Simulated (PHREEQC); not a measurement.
Make-up at 20 °C: 0.00087 mol/kgw H2S, 0.068 mol/kgw NaCl and 0.001 mol/kgw ZnCl2. It is in equilibrium with CO2 at log p = -3.4 (atm). Otherwise closed; pH follows from the charge balance.

Model: ion-association model, phreeqc.dat, run in PHREEQC.

Precipitation was switched off in this run.

Task: Order these Zn species by the share of Zn that they hold, largest first: ZnCl+, Zn+2, ZnCl2, Zn(HS)2.

Result: Zn+2 (63 %), Zn(HS)2 (33 %), ZnCl+ (4.0 %), ZnCl2 (0.18 %)

The pH is 3.26 and the ionic strength 0.0706 mol/kgw. Saturation is exceeded, for instance for Sphalerite (slow to form); the values hold only as long as no solid forms. Complexes and solids missing from the database can't appear.
